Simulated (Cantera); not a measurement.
Charge: 1 mol SiC, 0.017 mol N2O, a varied amount of N2, 2.3 mol O2, equilibrated at 1125 °C and 250000 Pa.

Method: chemical equilibrium by Gibbs-energy minimisation in Cantera with the NASA 1993 tables (ideal gas, pure condensed phases). Candidate condensed phases: C, Si, SiC, SiO2, Si2N2O, Si3N4; 34 gas species. The tables hold silica as quartz up to 1696 K and as liquid above; real silica turns to tridymite and cristobalite and melts near 1996 K. Rates play no part.

Q: At 190 mol N2, list the 4 most abundant gas species with their mole fractions, and the condensed phases.

A: N2 0.993, CO2 0.00523, O2 0.00158, NO 6.97e-5. Condensed: SiO2(β-quartz).
